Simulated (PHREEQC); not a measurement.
Dissolve 0.0015 mol HF, 0.0061 mol (CH3)4NF and 0.0073 mol H2SO4 per kg of water at 25 °C. Closed to the air; pH follows from the charge balance.

Equilibrium calculation in PHREEQC: ion-association model, wateq4f.dat.

| quantity | before | after |
|---|---|---|
| pH | 2.19 | 3.80 |
| ionic strength (mol/kgw) | 0.0184 | 0.0287 |
| HF (mol/kgw) | 0.00655 | 0.00123 |
| F- (mol/kgw) | 0.000789 | 0.00618 |
| H2F2 (mol/kgw) | 0.000112 | 3.96e-6 |
| HF2- (mol/kgw) | 1.99e-5 | 2.93e-5 |

Name the change that produced these shifts.
(A) H2SO4 replaced by MnSO4 at the same molality
(B) 0.0091 mol/kgw KCl added
(C) (CH3)4NF from 0.0061 to 0.0122 mol/kgw
(D) (CH3)4NF from 0.0061 to 0.061 mol/kgw
(E) (CH3)4NF from 0.0061 to 0.00122 mol/kgw

A, H2SO4 replaced by MnSO4 at the same molality

No solid was allowed to form. (CH3)4N+ isn't in the database: it is added as a free cation with an ion size of 4 Å.
